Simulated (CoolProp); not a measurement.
Vapour-liquid equilibrium of propylene (1) + isobutane (2) at 225.1 K; x and y are mole fractions of (1).

Values from CoolProp's multi-fluid Helmholtz-energy mixture model, Lemmon 2013 and Bücker 2006; pair parameters Bell 2016.

**Question.** Give the bubble pressure and the first vapour's composition at x = 0.05, 0.65, 0.95. Is there an azeotrope?

**Answer.** x = 0.05: 0.02444 MPa, y = 0.266; x = 0.65: 0.06259 MPa, y = 0.888; x = 0.95: 0.09435 MPa, y = 0.994. No azeotrope shows between x = 0.05 and 0.95.

The pair parameters rest on a limited set of measurements; away from them the model extrapolates. The gap from Raoult's law changes sign with composition, which may be real or a fault of the pair parameters; it wasn't checked against measurements.
